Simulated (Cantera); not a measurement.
Charge: 1 mol FeCl₃, 32 mol H₂, at 1900 K and 2.60 Pa.

Cantera equilibrium calculation (NASA polynomials, part measured and part estimated; ideal gas, pure solids and liquids). Candidate condensed phases: Fe, FeCl₂, FeCl₃; 11 gas species. The numbers say what is thermodynamically allowed, not how fast it happens.

Base state: H₂ 0.757, H 0.135, HCl 0.0710, Fe 0.0268, Cl 0.00958, FeCl₂ 5.06e-5 (mole fractions); condensed: gas only.

Task: What changes in the equilibrium state with this change: FeCl₃ replaced by NaI?

Result: 
```csv
species,before,after
H₂,0.757,0.806
H,0.135,0.140
Na,0,0.0273
HCl,0.0710,0
I,0,0.0272
Fe,0.0268,0
Cl,0.00958,0
HI,0,9.81e-5
NaI,0,8.80e-5
FeCl₂,5.06e-5,0
```
Further candidate phases: I₂, Na, NaI.
